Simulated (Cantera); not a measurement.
A Cantera script and its output.

```python
import numpy as np
import cantera as ct

gas = ct.Solution("gri30.yaml")
gas.TPX = 2200, 1800, {'NO': 1, 'N2': 0.16}
reactor = ct.IdealGasConstPressureReactor(gas, energy="off", clone=False)
net = ct.ReactorNet([reactor])
net.rtol, net.atol = 1e-08, 1e-18
show = ['NO', 'NO2', 'O2', 'N2O', 'N2', 'O']
times = np.geomspace(2e-06, 200, 14)

steps = ct.SolutionArray(gas, extra=["t"])
rows = []
print(f"{'t/s':>10s}{'T/K':>9s}{'P/Pa':>11s}" + "".join(f"{s:>11s}" for s in show))
for t in times:
    while net.time < t:
        t_next = net.step()
        steps.append(gas.state, t=t_next)
    rows.append([np.interp(t, steps.t, y) for y in (steps.T, steps.P, *steps(*show).X.T)])
    print(f"{t:10.3e}{rows[-1][0]:9.1f}{rows[-1][1]:11.4g}" + "".join(f"{x:11.3e}" for x in rows[-1][2:]))
rate = np.gradient(steps.T, steps.t)
print("integrator steps:", len(steps.t))
if steps.T.max() > steps.T[0] + 200:
    print(f"time of steepest temperature rise: {steps.t[rate.argmax()]:.4e} s")
gas.TPX = 2200, 1800, {'NO': 1, 'N2': 0.16}
gas.equilibrate("TP")
print(f"equilibrium (TP): T = {gas.T:.1f} K  " + "  ".join(f"{s} {gas[s].X[0]:.3e}" for s in show))
```

It prints:

```
       t/s      T/K       P/Pa         NO        NO2         O2        N2O         N2          O
 2.000e-06   2200.0       1800  8.621e-01  1.994e-12  6.575e-12  1.164e-07  1.379e-01  1.164e-07
 8.249e-06   2200.0       1800  8.621e-01  3.386e-11  1.119e-10  4.798e-07  1.379e-01  4.803e-07
 3.403e-05   2200.0       1800  8.621e-01  5.740e-10  1.915e-09  1.975e-06  1.379e-01  1.984e-06
 1.403e-04   2200.0       1800  8.621e-01  9.438e-09  3.272e-08  8.082e-06  1.379e-01  8.242e-06
 5.789e-04   2200.0       1800  8.620e-01  1.407e-07  5.675e-07  3.227e-05  1.379e-01  3.494e-05
 2.388e-03   2200.0       1800  8.618e-01  1.545e-06  1.050e-05  1.166e-04  1.380e-01  1.587e-04
 9.848e-03   2200.0       1800  8.603e-01  9.371e-06  2.234e-04  2.855e-04  1.384e-01  7.907e-04
 4.062e-02   2200.0       1800  8.499e-01  2.578e-05  4.043e-03  2.659e-04  1.431e-01  2.750e-03
 1.675e-01   2200.0       1800  7.836e-01  5.254e-05  3.562e-02  1.756e-04  1.756e-01  4.950e-03
 6.910e-01   2200.0       1800  4.666e-01  7.473e-05  1.911e-01  4.464e-05  3.330e-01  9.130e-03
 2.850e+00   2200.0       1800  5.190e-02  1.219e-05  3.960e-01  4.978e-07  5.394e-01  1.271e-02
 1.176e+01   2200.0       1800  1.510e-02  3.616e-06  4.141e-01  9.461e-08  5.577e-01  1.305e-02
 4.849e+01   2200.0       1800  1.498e-02  3.587e-06  4.142e-01  9.403e-08  5.578e-01  1.305e-02
 2.000e+02   2200.0       1800  1.498e-02  3.587e-06  4.142e-01  9.403e-08  5.578e-01  1.305e-02
integrator steps: 1014
equilibrium (TP): T = 2200.0 K  NO 1.498e-02  NO2 3.587e-06  O2 4.142e-01  N2O 9.403e-08  N2 5.578e-01  O 1.305e-02
```

Computed with Cantera and GRI-Mech 3.0 (53 species, 325 reactions). Radical loss at walls, strong at low pressure, is not modelled.
